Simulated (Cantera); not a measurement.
## Ta2O5 + CH4 + H2 + C (carbothermic reduction)

Feed: 1 mol Ta2O5, 2.7 mol CH4, 0.43 mol H2, 0.87 mol C, equilibrated at 2.10 bar.

Method: chemical equilibrium by Gibbs-energy minimisation in Cantera with the NASA 1993 tables (ideal gas, pure condensed phases). Candidate condensed phases: C, C6H6, C7H8, C8H18, H2O, Ta, TaC, Ta2O5; 113 gas species. Mutual solubility and eutectic melting of coexisting phases are not modelled. TaC: taken at fixed stoichiometry. Condensed phases not in the tables: Ta2C. Rates play no part.

From 1673 K to 1973 K the condensed part is TaC(s) + Ta2O5(s). From 2073 K to 2373 K the condensed part is TaC(s) + Ta2O5(l).

```
T (K)   x H2   x CO       x H    x H2O     x CO2  n TaC(s)  n Ta2O5(s)  n Ta2O5(l)
-----  -----  -----  --------  -------  --------  --------  ----------  ----------
1673   0.692  0.303   6.54e-5  0.00413  0.000546      1.03       0.485           0
1773   0.692  0.303  0.000163  0.00461  0.000543      1.03       0.484           0
1873   0.691  0.303  0.000370  0.00507  0.000541      1.03       0.483           0
1973   0.691  0.302  0.000774  0.00552  0.000539      1.03       0.483           0
2073   0.690  0.302   0.00151  0.00590  0.000533      1.04           0       0.482
2173   0.689  0.302   0.00276  0.00601  0.000508      1.04           0       0.482
2273   0.687  0.302   0.00480  0.00610  0.000485      1.04           0       0.482
2373   0.684  0.301   0.00797  0.00615  0.000465      1.04           0       0.482
```
x: gas mole fraction; n: condensed amount in mol.
